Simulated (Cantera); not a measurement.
Cantera with NASA thermochemical tables; ideal gases at 1 bar, condensed phases pure. Values are per mole of reaction as written; species without (g) are pure solids or liquids, kept so even where they would boil at 1 bar.

CO2(g) + C = 2 CO(g)

```json
[
 {"T (K)": "698", "ΔH° (kJ)": "173.0", "ΔS° (J/K)": "178.2", "ΔG° (kJ)": "48.7", "log10 K": "-3.64"},
 {"T (K)": "773", "ΔH° (kJ)": "172.5", "ΔS° (J/K)": "177.5", "ΔG° (kJ)": "35.3", "log10 K": "-2.39"},
 {"T (K)": "848", "ΔH° (kJ)": "172.0", "ΔS° (J/K)": "176.8", "ΔG° (kJ)": "22.1", "log10 K": "-1.36"},
 {"T (K)": "923", "ΔH° (kJ)": "(withheld)", "ΔS° (J/K)": "(withheld)", "ΔG° (kJ)": "(withheld)", "log10 K": "(withheld)"},
 {"T (K)": "998", "ΔH° (kJ)": "(withheld)", "ΔS° (J/K)": "(withheld)", "ΔG° (kJ)": "(withheld)", "log10 K": "(withheld)"},
 {"T (K)": "1073", "ΔH° (kJ)": "169.9", "ΔS° (J/K)": "174.7", "ΔG° (kJ)": "-17.5", "log10 K": "0.85"},
 {"T (K)": "1148", "ΔH° (kJ)": "169.2", "ΔS° (J/K)": "174.0", "ΔG° (kJ)": "-30.6", "log10 K": "1.39"},
 {"T (K)": "1223", "ΔH° (kJ)": "(withheld)", "ΔS° (J/K)": "(withheld)", "ΔG° (kJ)": "(withheld)", "log10 K": "(withheld)"}
]
```

Task: Fill in the missing entries.

Result: 
- 923, ΔH° (kJ): 171.3
- 923, ΔS° (J/K): 176.1
- 923, ΔG° (kJ): 8.8
- 923, log10 K: -0.50
- 998, ΔH° (kJ): 170.7
- 998, ΔS° (J/K): 175.4
- 998, ΔG° (kJ): -4.4
- 998, log10 K: 0.23
- 1223, ΔH° (kJ): 168.4
- 1223, ΔS° (J/K): 173.3
- 1223, ΔG° (kJ): -43.6
- 1223, log10 K: 1.86
